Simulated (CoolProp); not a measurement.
Saturation properties of CH2F2 (R32) (Tc = 78.1 °C, pc = 5.783 MPa, ω = 0.277).

Computed with CoolProp (reference Helmholtz-energy equation of state, Tillner-Roth 1997).

```csv
T (°C),p (MPa),vapour density (kg/m³),liquid viscosity (µPa s),liquid conductivity (mW/(m K))
-76.95,0.02300,0.7455,443,210
-71.85,0.03211,1.018,407,207
-66.75,0.04398,1.367,376,204
-61.65,0.05921,1.805,347,200
-56.55,0.07843,2.350,322,197
-51.45,0.1024,3.017,299,193
-46.35,0.1318,3.826,278,190
-41.25,0.1676,4.799,259,186
-36.15,0.2106,5.958,242,182
-31.05,0.2618,7.328,226,179
```

It boils at -51.7 °C under 1 atm.

Viscosity comes from a separate model (Bell 2016), an estimate that may be off by 10 % or more. Thermal conductivity comes from a separate model (Huber 2003), an estimate that may be off by 10 % or more.
